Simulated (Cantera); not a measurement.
A closed system holds: 1 mol n-butane, 0.71 mol H₂O, 22 mol N₂, held at 1 atm.

These are equilibrium values from Cantera (NASA tables, ideal gas, pure condensed phases), not measurements of a reactor. Candidate condensed phases: C, C₆H₆, C₇H₈, C₈H₁₈, H₂O; 136 gas species. Kinetics and transport are ignored.

Problem. What share of the C ends up in condensed phases as a function of T (K), at 1673, 1748, 1823, 1898, 1973, 2048, 2123, 2198, 2273, 2348, 2423, 2498, 2573, 2648?

Solution. 
```csv
T (K),C condensed (%),as
1673,81.3,C(graphite)
1748,80.8,C(graphite)
1823,80.2,C(graphite)
1898,79.3,C(graphite)
1973,78.2,C(graphite)
2048,76.7,C(graphite)
2123,74.9,C(graphite)
2198,72.7,C(graphite)
2273,70.0,C(graphite)
2348,66.8,C(graphite)
2423,63.0,C(graphite)
2498,58.7,C(graphite)
2573,53.8,C(graphite)
2648,48.2,C(graphite)
```
